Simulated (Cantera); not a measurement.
# Diamond growth

A diamond (100) surface in a fixed gas of H2 with x(CH4) = 0.0067, x(H) = 0.048, x(CH3) = 0.0015, 0.0120 bar; coverages are run to steady state.

Computed with Cantera and the Harris–Goodwin 1993 mechanism for the reconstructed diamond (100) surface.

```json
[
 {"T (K)": "900", "growth (µm/h)": "5.47", "θ c6HH": "0.670", "θ c6H*": "0.0102", "θ c6*H": "0.284", "θ c6**": "0.00424", "θ c6HM": "0.0256"},
 {"T (K)": "975", "growth (µm/h)": "8.22", "θ c6HH": "0.605", "θ c6H*": "0.0159", "θ c6*H": "0.347", "θ c6**": "0.00793", "θ c6HM": "0.0183"},
 {"T (K)": "1050", "growth (µm/h)": "11.1", "θ c6HH": "0.542", "θ c6H*": "0.0226", "θ c6*H": "0.403", "θ c6**": "0.0134", "θ c6HM": "0.0130"},
 {"T (K)": "1125", "growth (µm/h)": "12.3", "θ c6HH": "0.485", "θ c6H*": "0.0302", "θ c6*H": "0.451", "θ c6**": "0.0210", "θ c6HM": "0.00819"},
 {"T (K)": "1200", "growth (µm/h)": "9.86", "θ c6HH": "0.435", "θ c6H*": "0.0384", "θ c6*H": "0.490", "θ c6**": "0.0307", "θ c6HM": "0.00377"},
 {"T (K)": "1275", "growth (µm/h)": "6.43", "θ c6HH": "0.389", "θ c6H*": "0.0467", "θ c6*H": "0.519", "θ c6**": "0.0426", "θ c6HM": "0.00122"},
 {"T (K)": "1350", "growth (µm/h)": "5.10", "θ c6HH": "0.349", "θ c6H*": "0.0547", "θ c6*H": "0.539", "θ c6**": "0.0564", "θ c6HM": "0.000337"}
]
```
θ: site fractions in the mechanism's names (c6HH fully hydrogenated, c6H* and c6*H radical sites, c6** diradical, c6HM methylated).
